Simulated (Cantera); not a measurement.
## Oxide etching and cleaning by halides: B₂O₃ + Cl₂ + H₂ + HCl

Charge: 1 mol B₂O₃, 0.69 mol Cl₂, 3.5 mol H₂, 1.1 mol HCl, held at 948.15 K and 7.50 Torr.

Method: chemical equilibrium by Gibbs-energy minimisation in Cantera with the NASA 1993 tables (ideal gas, pure condensed phases). Candidate condensed phases: B, B₂O₃, B₃O₃H₃, H₂O; 33 gas species. The numbers say what is thermodynamically allowed, not how fast it happens.

x(H₂): 0.531
x(HCl): 0.469
x(H₂O): 3.99e-5
x(BCl₃): 2.25e-5
x(B₃O₃Cl₃): 4.24e-6
n(B₂O₃(l)): 1.000 mol
gas amount: 5.290 mol
log10 activity of B(s) (absent): -6.04
log10 activity of B₃O₃H₃(s) (absent): -15.30
